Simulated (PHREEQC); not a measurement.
A solution holds 23 mmol/kgw HF, 140 mmol/kgw FeCl3 and 0.184 mmol/kgw CuCl2, at 20 °C. Closed to the air; pH follows from the charge balance.

The numbers come from PHREEQC with the ion-association model, wateq4f.dat.

Question: The ionic strength comes out as 0.500 mol/kgw. What activity coefficients do H+, Fe2(OH)2+4, Cu+2, FeF2+, FeF+2 get?

Answer: H+ 0.77, Fe2(OH)2+4 0.0073, Cu+2 0.25, FeF2+ 0.68, FeF+2 0.22.

This is a speciation only: nothing precipitates in the calculation. The solution is supersaturated, for example in Hematite (slow to form), Goethite (slow to form), so a real one may precipitate; this is no full list. Fluoro complexes past AlF4- and FeF3 are missing from the database.
